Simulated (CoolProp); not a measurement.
Vapour-liquid equilibrium of R245fa (1) + isopentane (2) at 61.65 °C; x and y are mole fractions of (1).

The numbers come from the multi-fluid Helmholtz-energy mixture model, Akasaka 2015 and Lemmon 2006; pair parameters Bell 2016 in CoolProp.

```tsv
x	bubble pressure (bar)	y at the bubble point	dew pressure at overall composition x (bar)	liquid density (mol/L)
0.05	3.439	0.193	2.990	7.992
0.15	4.349	0.403	3.291	8.023
0.25	4.967	0.512	3.652	8.062
0.35	5.360	0.578	4.086	8.113
0.45	5.595	0.621	4.605	8.182
0.55	5.727	0.654	5.197	8.278
0.65	5.789	0.684	5.712	8.406
0.75	5.788	0.719	5.736	8.574
0.85	5.674	0.774	5.418	8.786
0.95	5.276	0.887	5.035	9.043
```

y crosses x between x = 0.65 and 0.75: the model has an azeotrope there.

Pair parameters are fitted to limited data, so mixtures are less certain than the pure fluids. With so large a gap from Raoult's law the liquid may split in two, which this calculation doesn't test in full.
